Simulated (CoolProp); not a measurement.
Vapour-liquid equilibrium of R22 (1) + R113 (2) at 17.35 °C; x and y are mole fractions of (1).

Model: multi-fluid Helmholtz-energy mixture model, Kamei 1995 and Marx 1992; pair parameters Bell 2016, in CoolProp.

```csv
x,bubble pressure (kPa),y at the bubble point,dew pressure at overall composition x (kPa),liquid density (mol/L)
0.05,77.88,0.590,34.56,8.628
0.15,171.6,0.827,38.54,9.025
0.25,264.9,0.896,43.55,9.451
0.35,353.0,0.929,50.05,9.910
0.45,434.1,0.948,58.81,10.40
0.55,508.5,0.960,71.27,10.94
0.65,578.6,0.970,90.40,11.52
0.75,647.6,0.979,123.5,12.17
0.85,719.8,0.987,194.8,12.88
0.95,799.9,0.995,446.3,13.67
```

No azeotrope shows between x = 0.05 and 0.95.

The pair parameters rest on a limited set of measurements; away from them the model extrapolates. The gap from Raoult's law changes sign with composition, which may be real or a fault of the pair parameters; it wasn't checked against measurements.
